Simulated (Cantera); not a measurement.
## Thermodynamics of titanium nitride, carbide and oxide coatings, feed Ti + H₂O

A closed system holds: 1 mol Ti, a varied amount of H₂O, equilibrated at 17000 Pa.

Cantera equilibrium calculation (NASA polynomials, part measured and part estimated; ideal gas, pure solids and liquids). Candidate condensed phases: H₂O, Ti, TiO, TiO₂, Ti₂O₃, Ti₃O₅, Ti₄O₇; 12 gas species. Mutual solubility and eutectic melting of coexisting phases are not modelled. TiO: taken at fixed stoichiometry. Condensed phases not in the tables: Magnéli phases beyond Ti₄O₇, N, O or C dissolved in the metal. Gases not in the tables: TiO(OH)₂. Rates play no part.

Map the stable condensed phases over T = 877, 977, 1077, 1177, 1277, 1377, 1477, 1577, 1677 °C and n(H₂O) in mol = 0.85, 1.1, 1.4, 1.6, 1.9, 2.1, 2.4, 2.7, 2.9, 3.2, 3.5, 3.7, 4.


```
T in °C \ n(H₂O) in mol
         0.85  1.1  1.4  1.6  1.9  2.1  2.4  2.7  2.9  3.2  3.5  3.7    4
   1677     A    B    B    C    D    E    F    G    G    G    G    G    G
   1577     A    B    B    C    E    F    G    G    G    G    G    G    G
   1477     A    B    B    C    F    F    G    G    G    G    G    G    G
   1377     A    B    B    C    F    G    G    G    G    G    G    G    G
   1277     A    B    B    C    F    G    G    G    G    G    G    G    G
   1177     A    B    B    C    F    G    G    G    G    G    G    G    G
   1077     A    B    B    C    F    G    G    G    G    G    G    G    G
    977     A    B    B    C    F    G    G    G    G    G    G    G    G
    877     A    B    B    C    F    G    G    G    G    G    G    G    G
```
A: Ti + TiO; B: TiO + Ti₂O₃; C: Ti₂O₃ + Ti₃O₅; D: Ti₃O₅ + Ti₄O₇; E: Ti₄O₇; F: TiO₂ + Ti₄O₇; G: TiO₂.
